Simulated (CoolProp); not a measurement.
Saturation properties of o-xylene (Tc = 630.3 K, pc = 3.737 MPa, ω = 0.312).

Computed with CoolProp (reference Helmholtz-energy equation of state, Zhou 2012).

```json
[
 {"T (K)": "488.5", "p (MPa)": "0.4865", "enthalpy of vaporisation (kJ/kg)": "292.9", "surface tension (mN/m)": "10.4", "vapour viscosity (µPa s)": "10.7"},
 {"T (K)": "494.2", "p (MPa)": "0.5398", "enthalpy of vaporisation (kJ/kg)": "288.3", "surface tension (mN/m)": "9.87", "vapour viscosity (µPa s)": "10.8"},
 {"T (K)": "499.8", "p (MPa)": "0.5965", "enthalpy of vaporisation (kJ/kg)": "283.6", "surface tension (mN/m)": "9.38", "vapour viscosity (µPa s)": "10.9"},
 {"T (K)": "505.5", "p (MPa)": "0.6586", "enthalpy of vaporisation (kJ/kg)": "278.7", "surface tension (mN/m)": "8.88", "vapour viscosity (µPa s)": "11.1"},
 {"T (K)": "511.1", "p (MPa)": "0.7243", "enthalpy of vaporisation (kJ/kg)": "273.7", "surface tension (mN/m)": "8.39", "vapour viscosity (µPa s)": "11.2"},
 {"T (K)": "516.8", "p (MPa)": "0.7961", "enthalpy of vaporisation (kJ/kg)": "268.5", "surface tension (mN/m)": "7.90", "vapour viscosity (µPa s)": "11.4"},
 {"T (K)": "522.4", "p (MPa)": "0.8718", "enthalpy of vaporisation (kJ/kg)": "263.2", "surface tension (mN/m)": "7.42", "vapour viscosity (µPa s)": "11.6"},
 {"T (K)": "528.1", "p (MPa)": "0.9542", "enthalpy of vaporisation (kJ/kg)": "257.5", "surface tension (mN/m)": "6.95", "vapour viscosity (µPa s)": "11.7"}
]
```

It boils at 417.5 K under 1 atm.

Viscosity comes from a separate model (Cao 2016). Surface tension comes from a separate correlation (Mulero 2014).
